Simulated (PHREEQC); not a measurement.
0.021 g of hydrous ferric oxide (600 m²/g; 0.2 weak and 0.005 strong sites per Fe, Dzombak-Morel constants, diffuse double layer) in 1 kg of water with 0.05 mol/kgw of an inert sodium salt and 4.4e-07 mol Na2SO4 and 9.3e-07 mol NaH2PO4, at 25 °C; the pH is set by adding NaOH or the inert anion's acid. Oxygen is held at 0.21 atm. No CO2 enters from the air. Precipitation was switched off in this run.

Base run: PHREEQC, ion-association model, wateq4f.dat. Each further column changes one thing. The table gives P sorbed (%).

```
pH      base  no electrostatic term (-no_edl)  background salt from 0.05 to 0.005 mol/kgw  oxide from 0.021 to 0.11 g/kgw  0.00022 mol/kgw NaF added
-----  -----  -------------------------------  ------------------------------------------  ------------------------------  -------------------------
4      100.0                             52.0                                       100.0                           100.0                       99.7
4.67   100.0                             53.2                                       100.0                           100.0                       99.8
5.33   100.0                             57.1                                       100.0                           100.0                       99.9
6       99.9                             67.8                                       100.0                           100.0                       99.8
6.67    99.8                             80.8                                        99.9                           100.0                       99.6
7.33    98.6                             85.4                                        99.2                            99.8                       98.3
8.67    32.8                             76.8                                        39.1                            72.8                       32.6
9.33     3.9                             58.6                                         4.0                            17.4                        3.8
10       0.4                             27.7                                         0.3                             1.8                        0.4
10.67    0.0                              7.7                                         0.0                             0.2                        0.0
11.33    0.0                              1.5                                         0.0                             0.0                        0.0
12       0.0                              0.2                                         0.0                             0.0                        0.0
```

H3PO4, which wateq4f.dat lacks, is added to it with the constant of phreeqc.dat.
